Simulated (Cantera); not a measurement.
An adiabatic, constant-pressure homogeneous reactor starts with CH4 : C2H6 : O2 : N2 = 1 : 0.28 : 3.27 : 12.3 (molar parts), at 1375 K and 13500 Torr.

Detailed kinetics in Cantera: GRI-Mech 3.0 (53 species, 325 reactions). The pressure lies above the range GRI-Mech 3.0 was tuned for (to about 10 atm).

**Question.** Predict: time of steepest temperature rise; temperature at 0.400 s; equilibrium temperature; x(O2) at 0.400 s; x(NO) at 0.400 s; x(H2O2) at 0.400 s; x(O) at 0.400 s.

**Answer.** 
```json
{
 "time_of_steepest_temperature_rise": "62.2 µs",
 "temperature at 0.400 s": "2831 K",
 "equilibrium_temperature": "2831 K",
 "x(O2) at 0.400 s": "0.0205 (gas-phase equilibrium 0.0205)",
 "x(NO) at 0.400 s": "0.0114 (gas-phase equilibrium 0.0114)",
 "x(H2O2) at 0.400 s": "1.21e-6 (gas-phase equilibrium 1.21e-6)",
 "x(O) at 0.400 s": "0.00208 (gas-phase equilibrium 0.00208)"
}
```
